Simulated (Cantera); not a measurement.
Charge: 1 mol CCl4, 0.032 mol HCl, 0.96 mol H2, at 623.15 K and 35.0 mbar.

Equilibrium computed with Cantera from the NASA thermochemical tables; the gas is ideal and each condensed phase is pure. Gases not in the tables: chlorinated aromatics. Kinetics and transport are ignored.

```
species            before     after
----------------  -------  --------
Cl                1.47e-7     0.527
HCl                 0.664     0.458
H                   <1e-9   0.00875
Cl2                 0.317  0.000948
CCl4               0.0184     <1e-9
H2                  <1e-9   0.00539
C2H2 (acetylene)    <1e-9   5.20e-5
C2HCl               <1e-9   4.84e-5
C(graphite), mol    0.946     0.999
```
Gas species are given as mole fractions.

Task: Which change was made?
A. temperature from 623.15 K to 1725 K
B. temperature from 623.15 K to 2473 K
C. H2 from 0.96 to 0.58 mol
D. pressure from 35.0 mbar to 0.240 bar

Result: B, temperature from 623.15 K to 2473 K
